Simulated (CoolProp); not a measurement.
Vapour-liquid equilibrium of carbon dioxide (1) + propylene (2) at 0.579 MPa; x and y are mole fractions of (1).

Model: multi-fluid Helmholtz-energy mixture model, Span 1996 and Lemmon 2013; pair parameters Bell 2016, in CoolProp.

Task: Give the bubble temperature and the first vapour's composition at x = 0.55, 0.65, 0.85. Is there an azeotrope?

Result: x = 0.55: 226.1 K, y = 0.883; x = 0.65: 224.3 K, y = 0.904; x = 0.85: 221.3 K, y = 0.948. No azeotrope shows between x = 0.05 and 0.95.

Pair parameters are fitted to limited data, so mixtures are less certain than the pure fluids.
